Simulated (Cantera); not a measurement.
Cantera run:

```python
import numpy as np
import cantera as ct

gas_names = """
    CL CLO CL2 H HCL HOCL HO2 H2 H2O H2O2 O OH O2 O3 Ti TiCL TiCL2 TiCL3 TiCL4 TiO TiOCL TiOCL2 TiO2
""".split()
cond_names = """
    H2O(s) H2O(L) Ti(a) Ti(b) Ti(L) TiCL2(s) TiCL3(s) TiCL4(L) TiO(a) TiO(b) TiO(L) TiO2(ru) TiO2(L)
    Ti2O3(a) Ti2O3(b) Ti2O3(L) Ti3O5(a) Ti3O5(b) Ti3O5(L) Ti4O7(s) Ti4O7(L)
""".split()


def load(file, names, dense=False):
    # The tables refer to 1 bar. Condensed volumes are neglected.
    table = {s.name: s for s in ct.Species.list_from_file(file)}
    out = []
    for n in names:
        d = dict(table[n].input_data)
        d["thermo"] = dict(d["thermo"], **{"reference-pressure": 1e5})
        if dense:
            d["equation-of-state"] = {"model": "constant-volume", "density": "1e6 g/cm^3"}
        out.append(ct.Species.from_dict(d))
    return out


gas = ct.Solution(thermo="ideal-gas", species=load("nasa_gas.yaml", gas_names))
cond = {s.name: ct.Solution(thermo="fixed-stoichiometry", species=[s], name=s.name)
        for s in load("nasa_condensed.yaml", cond_names, dense=True)}
atoms = {
    'TiCl4': {'Ti': 1, 'CL': 4},
    'O2': {'O': 2},
    'H2': {'H': 2},
}
top_T = {'TiCL2(s)': 1300, 'TiCL3(s)': 1000}  # K; cautious upper limits of use, not melting points


def equilibrate(T, P, feed):
    n = {}
    for name, mol in feed.items():
        for a, k in atoms[name].items():
            n[a] = n.get(a, 0.0) + k * mol
    gas.TPX = T, P, n
    mass = sum(n.values()) * gas.mean_molecular_weight
    gas.equilibrate("TP")
    valid = [c for c in cond.values() if c.min_temp <= T <= top_T.get(c.name, c.max_temp)]
    mix = ct.Mixture([(gas, mass / gas.mean_molecular_weight)] + [(c, 0.0) for c in valid])
    mix.T, mix.P = T, P
    mix.equilibrate("TP", solver="vcs", rtol=1e-11, max_steps=5000)
    return mix


results = []
T = 1700  # K
P = 130  # Pa
for m in [55, 88, 120, 150, 190, 220, 250, 290, 320, 350]:
    feed = {'TiCl4': 1, 'O2': 0.37, 'H2': m}  # mol
    mix = equilibrate(T, P, feed)
    results.append((T, P, feed, dict(zip(mix.species_names, mix.species_moles))))

top = {s: max(r[3][s] / sum(r[3][g] for g in gas_names) for r in results) for s in gas_names}
cols = sorted((s for s in top if top[s] > 0.001), key=lambda s: -top[s])[:5]
seen = [c for c in cond_names if any(r[3].get(c, 0) > 1e-12 for r in results)]
print("log10 of partial pressures in bar; condensed amounts in mol")
print(f"{'n(H2)':>10s}" + "".join(f"{s[:9]:>10s}" for s in cols + seen))
for T, P, feed, n in results:
    ng = sum(n[g] for g in gas_names)
    print(f"{feed['H2']:10.4g}" + "".join(f"{np.log10(max(n[s] / ng * P / 1e5, 1e-99)):10.3f}" for s in cols)
          + "".join(f"{n.get(c, 0):10.4g}" for c in seen))
```

Result:

```
log10 of partial pressures in bar; condensed amounts in mol
     n(H2)        H2       HCL         H     TiCL2     TiCL3    TiO(b)
        55    -2.917    -4.113    -5.290    -5.415    -5.693    0.7394
        88    -2.906    -4.309    -5.285    -5.557    -6.036    0.7395
       120    -2.901    -4.439    -5.282    -5.663    -6.274    0.7394
       150    -2.899    -4.533    -5.281    -5.744    -6.451    0.7394
       190    -2.896    -4.633    -5.280    -5.834    -6.642    0.7394
       220    -2.895    -4.695    -5.279    -5.893    -6.763    0.7393
       250    -2.894    -4.750    -5.279    -5.945    -6.870    0.7393
       290    -2.893    -4.813    -5.278    -6.006    -6.996    0.7392
       320    -2.893    -4.855    -5.278    -6.048    -7.080    0.7392
       350    -2.892    -4.893    -5.278    -6.087    -7.157    0.7391
```

Equilibrium computed with Cantera from the NASA thermochemical tables; the gas is ideal and each condensed phase is pure. The tables' values for TiCl2 are old estimates; treat these amounts as uncertain. TiO: taken at fixed stoichiometry.
